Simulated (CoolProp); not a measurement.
Vapour-liquid equilibrium of R13 (1) + n-butane (2) at 193.6 K; x and y are mole fractions of (1).

Model: multi-fluid Helmholtz-energy mixture model, Platzer 1990 and Bücker 2006; pair parameters Bell 2016, in CoolProp. This equation is an older, rougher fit; its heat capacities, sound speeds and derivatives of the liquid may be far off and weren't checked against measurements.

| x | bubble pressure, mixture model (MPa) | bubble pressure, Raoult's law (MPa) | y, mixture model | y, Raoult's law |
|---|---|---|---|---|
| 0.05 | … | 0.006689 | … | 0.836 |
| 0.2 | … | 0.02329 | … | 0.960 |
| 0.35 | 0.06414 | 0.03988 | … | 0.981 |
| 0.5 | … | 0.05648 | 0.989 | 0.990 |
| 0.65 | … | 0.07308 | 0.991 | 0.994 |
| 0.8 | 0.09357 | 0.08968 | 0.994 | 0.997 |
| 0.95 | … | 0.1063 | 0.998 | 0.999 |

Question: Complete the blanks.

Answer: 
- 0.05, bubble pressure, mixture model (MPa): 0.01636
- 0.05, y, mixture model: 0.932
- 0.2, bubble pressure, mixture model (MPa): 0.04713
- 0.2, y, mixture model: 0.979
- 0.35, y, mixture model: 0.986
- 0.5, bubble pressure, mixture model (MPa): 0.07486
- 0.65, bubble pressure, mixture model (MPa): 0.08374
- 0.95, bubble pressure, mixture model (MPa): 0.1065

The largest gap from Raoult's law is +144.6 % in bubble pressure, at x = 0.05. No azeotrope shows between x = 0.05 and 0.95.

The pair parameters rest on a limited set of measurements; away from them the model extrapolates. With so large a gap from Raoult's law the liquid may split in two, which this calculation doesn't test in full.
